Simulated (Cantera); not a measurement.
What does this Cantera script print?

```python
import numpy as np
import cantera as ct

gas = ct.Solution("SiF4_NH3_mec.yaml", "gas")
gas.TPX = 2073, 100000, {'NH3': 1, 'H2': 4.1}
reactor = ct.IdealGasConstPressureReactor(gas, energy="off", clone=False)
net = ct.ReactorNet([reactor])
net.rtol, net.atol = 1e-08, 1e-18
show = ['NH3', 'H2', 'N2', 'H', 'N2H4', 'NH2']
times = np.geomspace(0.0002, 10, 11)

steps = ct.SolutionArray(gas, extra=["t"])
rows = []
print(f"{'t/s':>10s}{'T/K':>9s}{'P/Pa':>11s}" + "".join(f"{s:>11s}" for s in show))
for t in times:
    while net.time < t:
        t_next = net.step()
        steps.append(gas.state, t=t_next)
    rows.append([np.interp(t, steps.t, y) for y in (steps.T, steps.P, *steps(*show).X.T)])
    print(f"{t:10.3e}{rows[-1][0]:9.1f}{rows[-1][1]:11.4g}" + "".join(f"{x:11.3e}" for x in rows[-1][2:]))
rate = np.gradient(steps.T, steps.t)
print("integrator steps:", len(steps.t))
if steps.T.max() > steps.T[0] + 200:
    print(f"time of steepest temperature rise: {steps.t[rate.argmax()]:.4e} s")
gas.TPX = 2073, 100000, {'NH3': 1, 'H2': 4.1}
gas.equilibrate("TP")
print(f"equilibrium (TP): T = {gas.T:.1f} K  " + "  ".join(f"{s} {gas[s].X[0]:.3e}" for s in show))
```

Result:

```
       t/s      T/K       P/Pa        NH3         H2         N2          H       N2H4        NH2
 2.000e-04   2073.0      1e+05  1.948e-01  8.037e-01  2.423e-04  7.212e-04  7.085e-08  5.209e-04
 5.901e-04   2073.0      1e+05  1.912e-01  8.057e-01  1.717e-03  7.958e-04  8.268e-08  5.627e-04
 1.741e-03   2073.0      1e+05  1.810e-01  8.116e-01  6.024e-03  8.160e-04  7.669e-08  5.420e-04
 5.137e-03   2073.0      1e+05  1.543e-01  8.271e-01  1.718e-02  8.744e-04  6.169e-08  4.861e-04
 1.516e-02   2073.0      1e+05  9.928e-02  8.591e-01  4.025e-02  1.042e-03  3.359e-08  3.587e-04
 4.472e-02   2073.0      1e+05  3.213e-02  8.978e-01  6.839e-02  1.517e-03  6.831e-09  1.618e-04
 1.320e-01   2073.0      1e+05  3.806e-03  9.135e-01  8.026e-02  2.375e-03  2.266e-10  2.950e-05
 3.893e-01   2073.0      1e+05  6.897e-04  9.152e-01  8.157e-02  2.525e-03  8.381e-12  5.674e-06
 1.149e+00   2073.0      1e+05  1.961e-04  9.155e-01  8.178e-02  2.532e-03  6.812e-13  1.618e-06
 3.389e+00   2073.0      1e+05  6.302e-05  9.156e-01  8.184e-02  2.533e-03  7.037e-14  5.200e-07
 1.000e+01   2073.0      1e+05  2.126e-05  9.156e-01  8.185e-02  2.533e-03  8.011e-15  1.754e-07
integrator steps: 1252
equilibrium (TP): T = 2073.0 K  NH3 4.470e-06  H2 9.156e-01  N2 8.186e-02  H 2.533e-03  N2H4 3.559e-16  NH2 3.688e-08
```

Model: the gas-phase N/H chemistry of the illustrative SiF4/NH3 mechanism in the Surface Chemkin manual (1991), integrated in Cantera. Walls and surfaces, which speed up NH3 decomposition in real reactors, are not modelled.
